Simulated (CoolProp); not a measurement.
Vapour-liquid equilibrium of R143a (1) + n-butane (2) at 7.65 °C; x and y are mole fractions of (1).

Computed with CoolProp (multi-fluid Helmholtz-energy mixture model, Lemmon and Jacobsen 2000 and Bücker 2006; pair parameters Bell 2016).

Q: Give the bubble pressure and the first vapour's composition at x = 0.2, 0.575, 0.725. Is there an azeotrope?

A: x = 0.2: 455.7 kPa, y = 0.717; x = 0.575: 639.9 kPa, y = 0.834; x = 0.725: 689.5 kPa, y = 0.872. No azeotrope shows between x = 0.05 and 0.95.

Pair parameters are fitted to limited data, so mixtures are less certain than the pure fluids. With so large a gap from Raoult's law the liquid may split in two, which this calculation doesn't test in full.
